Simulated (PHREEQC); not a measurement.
**Alkaline etch or developer: an equilibrium model**

A solution holds 0.11 mol NH3, 0.0034 mol Na2SiO3 and 0.00039 mol K2CO3 per kg of water, at 25 °C. Closed to the air; pH follows from the charge balance.

All values are PHREEQC results (ion-association model, wateq4f.dat), not measurements.

No solid was allowed to form.

Task: Predict the pH, ionic strength.

Result: pH 11.55; ionic strength 0.00859 mol/kgw.

Task: In which forms is C present?

Result: CO3-2 88 %, NaCO3- 7.6 %, HCO3- 4.0 % of the C.
